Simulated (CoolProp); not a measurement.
Computed with CoolProp (reference Helmholtz-energy equation of state, Lemmon 2006). It is a short technical equation, of lower accuracy than the large ones.

### Question
For n-decane, give the phase and the Z, speed of sound (m/s), viscosity (µPa s) at 194.75 °C and 3.03 MPa; 301.25 °C and 3.03 MPa; 346.85 °C and 3.03 MPa.

### Answer
- 194.75 °C and 3.03 MPa: liquid; Z 0.187, speed of sound 678, viscosity 185
- 301.25 °C and 3.03 MPa: liquid; Z 0.191, speed of sound 338, viscosity 89.3
- 346.85 °C and 3.03 MPa: supercritical; Z 0.220, speed of sound 178, viscosity 57.1

Viscosity comes from a separate model (Huber 2004).
